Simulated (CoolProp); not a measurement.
A Linde-Hampson liquefier for dry air: isothermal reversible compression at 300 K from 1 atm to 25 MPa, throttling to 1 atm, return gas leaving the recuperator 0 K below the feed. Each further row changes one setting.

Values from CoolProp's reference Helmholtz-energy equation of state, Lemmon 2000. It is a pseudo-pure fit of the blend.

```
case                        liquid yield per pass  compression work (kJ/kg of gas)
--------------------------  ---------------------  -------------------------------
as stated                              (withheld)                              474
high pressure 50 MPa                        0.104                       (withheld)
warm-end temperature 330 K             (withheld)                       (withheld)
warm-end gap 5 K                            0.081                              474
```

Question: Some entries are withheld; supply them.

Answer: 
- as stated, liquid yield per pass: 0.092
- high pressure 50 MPa, compression work (kJ/kg of gas): 544
- warm-end temperature 330 K, liquid yield per pass: 0.068
- warm-end temperature 330 K, compression work (kJ/kg of gas): 525
